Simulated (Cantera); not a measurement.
# MgO + Br2 + O2 (chemical vapour transport)

A closed system holds: 1 mol MgO, 0.64 mol Br2, 0.46 mol O2, equilibrated at 6150 Torr.

Equilibrium computed with Cantera from the NASA thermochemical tables; the gas is ideal and each condensed phase is pure. Candidate condensed phases: Br2, Mg, MgBr2, MgO; 10 gas species. The numbers say what is thermodynamically allowed, not how fast it happens.

```tsv
T (K)	x Br2	x O2	x Br	x MgBr2	x O	x MgBr	x O3	n MgO(s)
1050	0.580	0.418	0.00267	8.00e-8	1.51e-10	<1e-12	1.74e-11	1.00
1100	0.578	0.417	0.00445	3.12e-7	5.63e-10	<1e-12	3.65e-11	1.00
1150	0.576	0.417	0.00709	1.08e-6	1.87e-9	<1e-12	7.20e-11	1.000
1200	0.573	0.416	0.0109	3.34e-6	5.64e-9	<1e-12	1.34e-10	1.000
1250	0.569	0.415	0.0161	9.44e-6	1.56e-8	<1e-12	2.38e-10	1.000
1300	0.564	0.413	0.0231	2.45e-5	3.97e-8	<1e-12	4.02e-10	1.000
1350	0.556	0.411	0.0322	5.89e-5	9.45e-8	<1e-12	6.54e-10	1.000
1400	0.547	0.409	0.0437	0.000132	2.11e-7	3.19e-12	1.02e-9	1.000
1450	0.536	0.406	0.0581	0.000279	4.47e-7	1.55e-11	1.55e-9	1.000
1500	0.521	0.403	0.0754	0.000557	8.98e-7	6.72e-11	2.28e-9	0.999
1550	0.505	0.398	0.0960	0.00105	1.73e-6	2.64e-10	3.27e-9	0.999
1600	0.485	0.394	0.120	0.00189	3.18e-6	9.48e-10	4.56e-9	0.998
1650	0.462	0.388	0.147	0.00325	5.64e-6	3.13e-9	6.22e-9	0.996
1700	0.435	0.383	0.177	0.00534	9.66e-6	9.55e-9	8.30e-9	0.994
```
x: gas mole fraction; n: condensed amount in mol.

From 1050 K to 1700 K the condensed part is MgO(s). The main Mg-bearing gas is MgBr2 throughout.
